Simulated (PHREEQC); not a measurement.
Dissolve 0.083 mol/kgw HF, 0.038 mol/kgw H2SiF6, 0.00033 mol/kgw H3PO4 and 0.079 mol/kgw HCl at 25 °C. Closed to the air; pH follows from the charge balance.

Computed with PHREEQC (ion-association model, phreeqc.dat).

```json
[
 {"quantity": "pH", "before": "0.91", "after": "0.90"},
 {"quantity": "ionic strength (mol/kgw)", "before": "0.194", "after": "0.194"},
 {"quantity": "HF (mol/kgw)", "before": "0.0819", "after": "0.0817"},
 {"quantity": "F- (mol/kgw)", "before": "0.000647", "after": "0.000894"},
 {"quantity": "HF2- (mol/kgw)", "before": "0.000202", "after": "0.000226"}
]
```

Problem. Name the change that produced these shifts.
(A) diluted 5-fold with water
(B) H3PO4 left out
(C) temperature from 25 to 5 °C
(D) diluted 10-fold with water
(E) HF left out

Solution. C, temperature from 25 to 5 °C

Precipitation was switched off in this run. At this temperature some constants are extrapolated from 25 °C, and those without enthalpy data are left unchanged. SiF6-2 is the database's only silicon fluoride.
